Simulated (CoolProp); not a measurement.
The fluid at 293.15 K and 0.331 MPa is throttled through a valve to 0.112 MPa with no heat exchange. The same conditions are run with several fluids, on thermodynamics alone (safety and materials aside).

Model: reference Helmholtz-energy equation of state of each fluid (R1224YDZ: Akasaka 2023; R236FA: Pan 2012; toluene: Lemmon 2006; decamethylcyclopentasiloxane (D5): Thol 2019; R236EA: Rui 2013), in CoolProp.

```csv
fluid,temperature change (K),final phase,final density (kg/m³)
R1224YDZ,-2.5,"two-phase, vapour fraction 0.017",321
R236FA,-19.1,"two-phase, vapour fraction 0.146",52.1
toluene,+0.1,liquid,867
decamethylcyclopentasiloxane (D5),+0.1,liquid,959
R236EA,-11.3,"two-phase, vapour fraction 0.086",83.8
```
